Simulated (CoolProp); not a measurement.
Vapour-liquid equilibrium of cyclopentane (1) + octamethylcyclotetrasiloxane (D4) (2) at 26.45 °C; x and y are mole fractions of (1).

Computed with CoolProp (multi-fluid Helmholtz-energy mixture model, Gedanitz 2015 and Thol 2015; pair parameters Bell 2016).

```
x     bubble pressure, mixture model (bar)  bubble pressure, Raoult's law (bar)  y, mixture model  y, Raoult's law
----  ------------------------------------  -----------------------------------  ----------------  ---------------
0.05                               0.01968                              0.02383             0.928            0.940
0.2                                0.07631                              0.09083             0.984            0.987
0.35                                0.1369                               0.1578             0.993            0.994
0.5                                 0.2019                               0.2248             0.996            0.997
0.65                                0.2720                               0.2918             0.998            0.998
0.8                                 0.3472                               0.3588             0.999            0.999
0.95                                0.4242                               0.4259             1.000            1.000
```

The largest gap from Raoult's law is -17.4 % in bubble pressure, at x = 0.05. No azeotrope shows between x = 0.05 and 0.95.

The pair parameters rest on a limited set of measurements; away from them the model extrapolates.
